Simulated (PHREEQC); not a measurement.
Dissolve 0.0165 mol/kgw HF and 0.0093 mol/kgw CsF at 25 °C. Closed to the air; pH follows from the charge balance.

The numbers come from PHREEQC with the ion-association model, wateq4f.dat.

Precipitation was switched off in this run.

**Question.** Estimate the pH, ionic strength.

**Answer.** pH 2.98; ionic strength 0.0104 mol/kgw.

**Question.** In which forms is F present?

**Answer.** HF 54 %, F- 38 %, HF2- 4.1 %, H2F2 3.9 % of the F.

Complexes and solids missing from the database can't appear.
